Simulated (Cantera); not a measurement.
Input: 1 mol B, 96 mol H₂, equilibrated at 2200 K and 35.0 mbar.

These are equilibrium values from Cantera (NASA tables, ideal gas, pure condensed phases), not measurements of a reactor. Candidate condensed phases: B; 7 gas species. The tables' values for BH₂ are old estimates; treat these amounts as uncertain. Gases not in the tables: B₂H₆ and higher boranes. Rates play no part.

Base state: H₂ 0.969, H 0.0296, BH₂ 0.00128, B 7.81e-5, BH 1.69e-5, BH₃ 1.02e-5 (mole fractions); condensed: B(s).

Problem. What changes in the equilibrium state with this change: B replaced by BF₃?

Solution. 
```tsv
species	before	after
H₂	0.969	0.942
H	0.0296	0.0292
HF	0	0.0185
BF	0	0.00848
BF₂	0	0.00136
BF₃	0	0.000104
BHF₂	0	8.88e-5
BH₃	1.02e-5	1.84e-7
B(s), mol	0.865	0
```
The tables' values for BF₂, BH₂ are old estimates; treat these amounts as uncertain.
